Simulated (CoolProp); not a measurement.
Saturation properties of R1336mzz(E) (Tc = 403.5 K, pc = 2779 kPa, ω = 0.413).

Computed with CoolProp (reference Helmholtz-energy equation of state, Akasaka 2023).

```tsv
T (K)	p (kPa)	liquid density (kg/m³)	vapour density (kg/m³)	enthalpy of vaporisation (kJ/kg)	liquid cp (kJ/(kg K))
240.9	14.10	1481	1.168	173.1	1.190
250.3	24.04	1457	1.928	168.6	1.196
259.7	39.07	1433	3.042	164.1	(withheld)
269.2	61.13	1408	4.638	159.4	1.211
278.6	(withheld)	1382	6.809	154.7	(withheld)
288	133.4	1356	9.717	149.9	1.230
297.4	188.4	1328	13.53	144.9	1.243
306.9	260.4	1298	18.53	139.5	1.257
316.3	350.7	1267	(withheld)	134.0	1.274
325.7	463.2	1234	32.84	128.0	1.294
335.1	601.1	(withheld)	42.91	121.6	1.319
344.6	770.0	1158	55.76	114.5	1.351
354	970.1	1115	71.87	106.8	1.393
363.4	1207	1067	92.49	98.17	1.452
372.8	1486	1011	119.5	88.25	1.542
```

### Question
What belongs in the gaps?

### Answer

- 259.7, liquid cp (kJ/(kg K)): 1.203
- 278.6, p (kPa): 91.76
- 278.6, liquid cp (kJ/(kg K)): 1.220
- 316.3, vapour density (kg/m³): 24.84
- 335.1, liquid density (kg/m³): 1198

It boils at 281.0 K under 1 atm.
